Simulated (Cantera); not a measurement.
Feed: 1 mol SiC, 0.009 mol H2O, 160 mol N2, 0.17 mol CO2, equilibrated at 2.70 bar.

Method: chemical equilibrium by Gibbs-energy minimisation in Cantera with the NASA 1993 tables (ideal gas, pure condensed phases). Candidate condensed phases: C, C6H6, C7H8, C8H18, H2O, Si, SiC, SiO2, Si2N2O, Si3N4; 151 gas species. Mutual solubility and eutectic melting of coexisting phases are not modelled. Kinetics and transport are ignored.

log p: log10 of the partial pressure in bar; n: condensed amount in mol.

```tsv
T (°C)	log p N2	log p CO	log p H2	log p HCN	log p SiO	n C(graphite)	n Si2N2O(s)	n Si3N4(s)	n SiC(s)
1302	0.43	-3.37	-3.87	-4.48	-6.69	1.14	0.324	0.118	0
1327	0.43	-3.20	-3.88	-4.41	-6.39	1.13	0.311	0.126	0
1352	0.43	-3.03	-3.89	-4.35	-6.10	1.11	0.294	0.137	0
1377	0.43	-2.87	-3.90	-4.29	-5.82	1.09	0.270	0.153	0
1402	0.43	___	-3.91	-4.24	___	1.05	___	___	0
1427	0.43	-2.57	-3.93	-4.19	-5.29	1.01	0.190	0.206	0
1452	0.43	-2.43	-3.95	-4.13	-5.03	0.945	0.128	0.248	0
1477	0.43	-2.29	-3.96	-4.09	-4.79	0.860	0.0429	0.304	0
1502	0.43	-2.23	-3.98	-4.04	___	0.817	0	0.333	0
1527	0.43	-2.23	-4.01	-4.00	-4.53	0.817	0	0.333	0
1552	0.43	-2.23	-4.02	-3.98	-4.40	0	0	0.0603	0.817
```

Problem. Some entries are withheld; supply them.

Solution. 
- 1402, log p CO: -2.72
- 1402, log p SiO: -5.55
- 1402, n Si2N2O(s): 0.237
- 1402, n Si3N4(s): 0.176
- 1502, log p SiO: -4.63
